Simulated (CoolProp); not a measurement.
Model: reference Helmholtz-energy equation of state, Lemmon 2006, in CoolProp. It is a short technical equation, of lower accuracy than the large ones.

### Question
For carbon monoxide, give the phase and the cv (kJ/(kg K)), Joule-Thomson coefficient (K/MPa) at 129.7 K and 0.0818 MPa.

### Answer
- 129.7 K and 0.0818 MPa: gas; cv 0.745, Joule-Thomson coefficient 11.0
